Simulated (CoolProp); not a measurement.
Methanol along the isobar 14 MPa: density (kg/m³) from the reference equation and from simpler models built on Tc = 513.4 K, pc = 8.216 MPa, ω = 0.565; each cubic takes its own stable root.

Model: reference Helmholtz-energy equation of state, de Reuck 1993, in CoolProp.

```tsv
T (K)	phase	reference	van der Waals	Redlich-Kwong
258	liquid	834.5	412.9	605.8
288	liquid	808.0	401.4	585.1
318	liquid	781.7	389.2	562.6
348	liquid	754.7	376.1	537.9
378	liquid	725.7	362.1	510.9
408	liquid	693.1	346.8	480.9
438	liquid	655.1	329.9	447.4
468	liquid	608.3	310.9	409.0
498	liquid	545.6	288.8	363.6
528	supercritical	443.5	262.1	307.0
558	supercritical	238.8	227.9	234.5
```
